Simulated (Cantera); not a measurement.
Mixture: CH4 : C2H6 : O2 : N2 = 1 : 0.16 : 1.83 : 6.88 (molar parts), at 750 Torr, adiabatic and at constant volume. Ignition delay is the time to a rise of 400 K.

Detailed kinetics in Cantera: GRI-Mech 3.0 (53 species, 325 reactions).

**Question.** What does this change do: constant pressure in place of constant volume?

**Answer.** 
```json
[
 {"quantity": "delay at 1175 K", "before": "4.82 ms", "after": "5.14 ms"},
 {"quantity": "delay at 1225 K", "before": "2.60 ms", "after": "2.79 ms"},
 {"quantity": "delay at 1275 K", "before": "1.50 ms", "after": "1.63 ms"},
 {"quantity": "delay at 1325 K", "before": "0.914 ms", "after": "0.997 ms"},
 {"quantity": "delay at 1375 K", "before": "0.571 ms", "after": "0.628 ms"},
 {"quantity": "delay at 1425 K", "before": "0.364 ms", "after": "0.404 ms"},
 {"quantity": "delay at 1475 K", "before": "0.236 ms", "after": "0.264 ms"},
 {"quantity": "apparent activation energy between 1375 and 1475 K", "before": "150 kJ/mol", "after": "150 kJ/mol"}
]
```

**Question.** What does this change do: O2 1.83 to 1.5 parts?

**Answer.** 
```tsv
quantity	before	after
delay at 1175 K	4.82 ms	5.67 ms
delay at 1225 K	2.60 ms	3.16 ms
delay at 1275 K	1.50 ms	1.88 ms
delay at 1325 K	0.914 ms	1.16 ms
delay at 1375 K	0.571 ms	0.727 ms
delay at 1425 K	0.364 ms	0.462 ms
delay at 1475 K	0.236 ms	0.298 ms
apparent activation energy between 1375 and 1475 K	150 kJ/mol	150 kJ/mol
```
